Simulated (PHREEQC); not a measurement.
1 kg of water holding 0.086 mol Na2SO4, 0.023 mol NaOH, 0.064 mol NaCl and 0.009 mol Na2CO3 is evaporated at 30 °C; the solids stay in contact with the brine. CO2 is held at log p = -3.4 (atm). Solids allowed: Burkeite, Halite, Mirabilite, Nahcolite, Natron, Thenardite, Trona. Others were left out.

The series has 26 steps of water left (kg), from 1 to 0.007138.

Model: Pitzer model, pitzer.dat, run in PHREEQC.

Which solids form, in which order, and at which step of the series does each first stand?

Thenardite from water left = 0.03579 kg (pH 9.73); Trona from water left = 0.01991 kg (pH 9.83); Halite from water left = 0.01077 kg (pH 9.69).
